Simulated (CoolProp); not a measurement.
Vapour-liquid equilibrium of n-hexane (1) + m-xylene (2) at 336.5 K; x and y are mole fractions of (1).

Values from CoolProp's multi-fluid Helmholtz-energy mixture model, Thol 2019 and Zhou 2012; pair parameters Bell 2016.

### Question
Give the bubble pressure and the first vapour's composition at x = 0.25, 0.65, 0.75. Is there an azeotrope?

### Answer
x = 0.25: 31.41 kPa, y = 0.817; x = 0.65: 63.73 kPa, y = 0.951; x = 0.75: 69.66 kPa, y = 0.964. No azeotrope shows between x = 0.05 and 0.95.

The pair parameters rest on a limited set of measurements; away from them the model extrapolates.
